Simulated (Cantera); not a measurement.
Feed: 1 mol SiH2Cl2, 0.016 mol C2H2, 3.5 mol H2, equilibrated at 13.0 mbar.

These are equilibrium values from Cantera (NASA tables, ideal gas, pure condensed phases), not measurements of a reactor. Candidate condensed phases: C, C6H6, C7H8, C8H18, Si, SiC; 109 gas species. Mutual solubility and eutectic melting of coexisting phases are not modelled. Gases not in the tables: Si2H6 and higher silanes. Kinetics and transport are ignored.

Which condensed phases are stable at each of these points (T (K)): 1048, 1148, 1248, 1348, 1448, 1548, 1648, 1748, 1848, 1948, 2048, 2148, 2248, 2348?


```tsv
T (K)	condensed phases	Si condensed (%)
1048	Si(s) + SiC(s)	52.2
1148	Si(s) + SiC(s)	53.4
1248	Si(s) + SiC(s)	51.1
1348	Si(s) + SiC(s)	46.9
1448	Si(s) + SiC(s)	44.1
1548	Si(s) + SiC(s)	42.5
1648	Si(s) + SiC(s)	41.4
1748	Si(l) + SiC(s)	42.1
1848	Si(l) + SiC(s)	43.8
1948	Si(l) + SiC(s)	44.7
2048	Si(l) + SiC(s)	43.5
2148	Si(l) + SiC(s)	36.7
2248	Si(l) + SiC(s)	15.3
2348	gas only	0.0
```

From 1048 K to 1648 K the condensed part is Si(s) + SiC(s). From 1748 K to 2248 K the condensed part is Si(l) + SiC(s). At 2348 K nothing is condensed.
